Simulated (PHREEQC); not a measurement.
Dissolve 0.05 mol HF and 5.6e-05 mol (NH4)2SiF6 per kg of water at 20 °C. Closed to the air; pH follows from the charge balance.

Computed with PHREEQC (ion-association model, phreeqc.dat).

**Question.** The ionic strength comes out as 0.00668 mol/kgw. What activity coefficients do HF2-, SiF6-2, H+, NH4+, F- get?

**Answer.** HF2- 0.92, SiF6-2 0.71, H+ 0.93, NH4+ 0.91, F- 0.92.

No solid was allowed to form. SiF6-2 is the database's only silicon fluoride.
